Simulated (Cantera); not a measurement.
Charge: 1 mol c-C4F8, 0.082 mol CH4, equilibrated at 2675 °C and 2.70 Pa.

These are equilibrium values from Cantera (NASA tables, ideal gas, pure condensed phases), not measurements of a reactor. The feed counts by its element totals alone. Rates play no part.

| species | before | after |
|---|---|---|
| CF4 | <1e-9 | 0.805 |
| HF | 0.00461 | 0.141 |
| CF2 | 1.84e-5 | 0.0291 |
| F | 0.699 | 0.0237 |
| C | 0.201 | <1e-9 |
| C3 | 0.0366 | <1e-9 |
| C2 | 0.0208 | <1e-9 |
| H | 0.0248 | 3.34e-8 |
| CF | 0.0128 | 8.91e-6 |
| CF3 | <1e-9 | 0.00113 |
| C4 | 1.89e-5 | <1e-9 |
| C5 | 1.80e-5 | <1e-9 |
| C(graphite), mol | 0 | 2.14 |
Gas species are given as mole fractions.

Question: What was changed between the two runs?
A) CH4 from 0.082 to 0.88 mol
B) temperature from 2675 °C to 1325 °C
C) pressure from 2.70 Pa to 1.33 mbar
D) CH4 from 0.082 to 0.036 mol

Answer: B, temperature from 2675 °C to 1325 °C. Gases not in the tables: C2F6 and larger saturated fluorocarbons
